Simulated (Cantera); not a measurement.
## Ignition delay

Mixture: CH4 : O2 : N2 = 1 : 2.6 : 9.77 (molar parts), equivalence ratio 0.77, at 130000 Pa, adiabatic and at constant pressure. Ignition delay is the time to a rise of 400 K.

Model: GRI-Mech 3.0 (53 species, 325 reactions), integrated in Cantera.

```
T0 (K)  delay (ms)
------  ----------
1150          65.7
1225          22.4
1300          8.32
1375          3.33
1450          1.45
```

- apparent activation energy between 1300 and 1450 K: 180 kJ/mol
